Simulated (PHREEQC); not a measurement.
1 kg of water holding 24 mmol/kgw MgCl2 and 68 mmol/kgw KOH meets 20 L of dry gas (CO2 0.42, CH4 0.58 by moles) at fixed total pressure, at 40 °C; fugacities by Peng-Robinson. The gases take part in no redox reaction, some water evaporates into the gas, and hydrates or a liquid gas phase aren't modelled. Precipitation was switched off in this run.

The numbers come from PHREEQC with the ion-association model, phreeqc.dat.

| P (atm) | dissolved CO2 (all carbonate carbon) (mol/kgw) | φ of CO2 | p of CO2 (atm) | dissolved CH4 (mol/kgw) | φ of CH4 | p of CH4 (atm) | pH |
|---|---|---|---|---|---|---|---|
| 2 | 0.0849 | 0.991 | 0.746 | 0.00140 | 0.997 | 1.18 | 6.73 |
| 5 | 0.113 | 0.977 | 1.99 | 0.00345 | 0.991 | 2.94 | 6.32 |
| 20 | 0.237 | 0.911 | 8.20 | 0.0131 | 0.965 | 11.7 | 5.74 |
| 30 | 0.309 | 0.869 | 12.4 | 0.0191 | 0.949 | 17.6 | 5.58 |
| 40 | 0.372 | 0.828 | 16.5 | 0.0247 | 0.934 | 23.4 | 5.48 |
| 75 | 0.532 | 0.697 | 31.2 | 0.0421 | 0.887 | 43.7 | 5.28 |
| 100 | 0.599 | 0.615 | 41.6 | 0.0527 | 0.861 | 58.2 | 5.22 |
| 150 | 0.661 | 0.487 | 62.6 | 0.0707 | 0.822 | 87.2 | 5.15 |
| 300 | 0.715 | 0.324 | 125 | 0.107 | 0.753 | 174 | 5.05 |
| 400 | 0.738 | 0.287 | 167 | 0.124 | 0.742 | 232 | 4.99 |

At this temperature some constants are extrapolated from 25 °C, and those without enthalpy data are left unchanged.
